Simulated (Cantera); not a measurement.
A jet of 2.17 % CH4, 12.0 % O2, 85.9 % N2, equivalence ratio 0.36 at 300 K and 38.3 Torr hits a platinum plate 3.3 cm away at a mass flux of 0.11 kg/m²/s; the plate temperature is set and raised in steps from an oxygen-covered start.

Model: Deutschmann's 1995 Pt surface mechanism with GRI-Mech 3.0 gas chemistry, integrated in Cantera. Catalytic surfaces can have several steady states; this one follows from the mechanism file's or the stated starting coverage.

x: mole fraction at the wall; θ: surface coverage.

```
plate T (K)  wall x CH4  wall x O2  wall x H2O  wall x OH  wall x CO  wall x CO2  θ free Pt   θ O*
-----------  ----------  ---------  ----------  ---------  ---------  ----------  ---------  -----
850              0.0196      0.115     0.00410      <1e-8    5.51e-6     0.00267      0.163  0.837
900              0.0176      0.111     0.00778    2.21e-8    7.13e-6     0.00509      0.229  0.770
950              0.0152      0.106      0.0121    7.57e-8    8.60e-6     0.00795      0.300  0.699
1000                [?]      0.101         [?]        [?]        [?]         [?]        [?]    [?]
1050                [?]     0.0965         [?]        [?]        [?]         [?]        [?]    [?]
```

Q: What belongs in the gaps?

A: 
- 1000, wall x CH4: 0.0129
- 1000, wall x H2O: 0.0164
- 1000, wall x OH: 2.16e-7
- 1000, wall x CO: 9.94e-6
- 1000, wall x CO2: 0.0108
- 1000, θ free Pt: 0.373
- 1000, θ O*: 0.626
- 1050, wall x CH4: 0.0109
- 1050, wall x H2O: 0.0201
- 1050, wall x OH: 5.45e-7
- 1050, wall x CO: 1.12e-5
- 1050, wall x CO2: 0.0132
- 1050, θ free Pt: 0.445
- 1050, θ O*: 0.554
